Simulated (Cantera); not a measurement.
Hydrogen reduction and annealing atmospheres: Cu2O + H2 + N2

A closed system holds: 1 mol Cu2O, 0.89 mol H2, 0.43 mol N2, equilibrated at 0.133 bar.

Cantera equilibrium calculation (NASA polynomials, part measured and part estimated; ideal gas, pure solids and liquids). Candidate condensed phases: Cu, CuO, Cu(OH)2, Cu2O, H2O; 27 gas species. Each liquid is taken as pure. Mutual solubility and eutectic melting of coexisting phases are not modelled. The numbers say what is thermodynamically allowed, not how fast it happens.

From 1525 K to 1825 K the condensed part is Cu(l) + Cu2O(l). From 1925 K to 2125 K the condensed part is Cu(l). The main Cu-bearing gas is Cu throughout.

| T (K) | log p H2O | log p N2 | log p Cu | log p O2 | log p OH | log p H2 | log p NO | n Cu(l) | n Cu2O(l) |
|---|---|---|---|---|---|---|---|---|---|
| 1525 | -1.05 | -1.36 | -4.91 | -3.81 | -4.82 | -4.72 | -5.06 | 1.79 | 0.107 |
| 1625 | -1.05 | -1.36 | -4.24 | -3.28 | -4.35 | -4.46 | -4.60 | 1.80 | 0.0995 |
| 1725 | -1.05 | -1.37 | -3.66 | -2.83 | -3.93 | -4.22 | -4.20 | 1.84 | 0.0795 |
| 1825 | -1.06 | -1.38 | -3.14 | -2.43 | -3.57 | -4.02 | -3.86 | 1.93 | 0.0311 |
| 1925 | -1.07 | -1.39 | -2.68 | -2.29 | -3.30 | -3.72 | -3.66 | 1.98 | 0 |
| 2025 | -1.09 | -1.40 | -2.27 | -2.31 | -3.09 | -3.39 | -3.55 | 1.94 | 0 |
| 2125 | -1.12 | -1.43 | -1.89 | -2.33 | -2.91 | -3.11 | -3.47 | 1.85 | 0 |
log p: log10 of the partial pressure in bar; n: condensed amount in mol.
